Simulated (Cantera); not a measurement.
A perfectly stirred reactor is fed with CH4 : C2H6 : C3H8 : O2 : N2 = 1 : 0.23 : 0.21 : 8.2 : 59.1 (molar parts), equivalence ratio 0.47, at 11.0 bar; it is adiabatic with a 575 K inlet, and is followed from long to short residence time, starting on the burning branch (τ in s: 0.39, 0.13, 0.044, 0.015, 0.005, 0.0017, 0.00057, 0.00019, 6.5e-05).

Computed with Cantera and GRI-Mech 3.0 (53 species, 325 reactions). GRI-Mech 3.0 was tuned for natural gas; its chemistry of propane as a main component is partial and can be far from experiment.

**Question.** What does this change do: inlet temperature 575 to 375 K?

**Answer.** 
```csv
quantity,before,after
"blow-out, bracketed by the residence times tried","burning at 44.0 ms, out at 15.0 ms",not reached
x(CH4) at τ = 0.390 s,9.30e-5,0.0145
x(C2H6) at τ = 0.390 s,5.20e-6,0.00335
x(C3H8) at τ = 0.390 s,4.69e-6,0.00305
x(NO) at τ = 0.390 s,1.06e-8,<1e-12
x(CH2O) at τ = 0.390 s,1.29e-5,<1e-12
x(CH4) at τ = 5.00 ms,0.0145,0.0145
x(C2H6) at τ = 5.00 ms,0.00335,0.00335
x(C3H8) at τ = 5.00 ms,0.00305,0.00305
x(NO) at τ = 5.00 ms,<1e-12,<1e-12
x(CH2O) at τ = 5.00 ms,<1e-12,<1e-12
state,not reached,not burning at any residence time tried
```
